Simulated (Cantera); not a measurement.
What does this Cantera script print?

```python
import numpy as np
import cantera as ct

gas_names = """
    F F2 H HF H2 H2F2 H3F3 H4F4 H5F5 H6F6 H7F7 N NF NF2 NF3 NH NH2 NH3 N2 N2H2 N2H4 Si SiF SiF2 SiF3
    SiF4 SiH SiHF3 SiH2 SiH2F2 SiH3 SiH3F SiH4 SiN Si2 Si2N Si3
""".split()
cond_names = """
    Si(cr) Si(L) Si3N4(a)
""".split()


# ... load() reads the species with a 1 bar reference pressure and builds the phases ...
atoms = {
    'Si': {'Si': 1},
    'HF': {'H': 1, 'F': 1},
    'H2': {'H': 2},
    'NF3': {'N': 1, 'F': 3},
}
top_T = {'Si3N4(a)': 2400}  # K; cautious upper limits of use, not melting points


# ... equilibrate(T, P, feed) seeds the gas with the atoms and calls Mixture.equilibrate('TP', solver="vcs", rtol=1e-11, max_steps=5000) ...
results = []
feed = {'Si': 1, 'HF': 11, 'H2': 0.1, 'NF3': 3.8}  # mol
T = 1048  # K
P = 1333.22  # Pa
mix = equilibrate(T, P, feed)
results.append((T, P, feed, dict(zip(mix.species_names, mix.species_moles))))
print(gas.report(threshold=0.001))
for i in range(1, mix.n_phases):
    print(f"{mix.phase(i).name:16s} {mix.phase_moles(i):12.5e} mol")
```

Result:

```
       temperature   1048 K
          pressure   1333.2 Pa
           density   0.003874 kg/m^3
  mean mol. weight   25.319 kg/kmol
   phase of matter   gas

                          1 kg             1 kmol
                     ---------------   ---------------
          enthalpy       -7.2455e+06       -1.8345e+08  J
   internal energy       -7.5896e+06       -1.9216e+08  J
           entropy             10355        2.6217e+05  J/K
    Gibbs function       -1.8097e+07       -4.5821e+08  J
 heat capacity c_p            1262.2             31957  J/K
 heat capacity c_v            933.77             23642  J/K

                      mass frac. Y      mole frac. X     chem. pot. / RT
                     ---------------   ---------------   ---------------
                 F           0.20279           0.27026           -17.054
                F2          0.061181          0.040768           -34.108
                HF           0.43243           0.54727           -59.004
                N2           0.10272          0.092837           -31.679
              SiF4           0.20086          0.048863           -232.35
     [  +32 minor]        1.9155e-05        6.9082e-06

Si(cr)            0.00000e+00 mol
Si3N4(a)          0.00000e+00 mol
```

These are equilibrium values from Cantera (NASA tables, ideal gas, pure condensed phases), not measurements of a reactor.
